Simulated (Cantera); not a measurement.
Feed: 1 mol Si, 0.76 mol HCl, 0.28 mol H2, equilibrated at 575 K and 5.80 bar.

These are equilibrium values from Cantera (NASA tables, ideal gas, pure condensed phases), not measurements of a reactor. Candidate condensed phases: Si; 19 gas species. Equilibrium is a limit: real reactors are often held back by kinetics, nucleation or transport.

Q: What is the equilibrium state?

A: 
- x(H2) = 0.737
- x(SiCl4) = 0.138
- x(SiHCl3) = 0.120
- x(SiH2Cl2) = 0.00481
- x(SiH3Cl) = 3.65e-5
- x(HCl) = 1.26e-5
- n(Si(s)) = 0.783 mol
- gas amount = 0.8233 mol
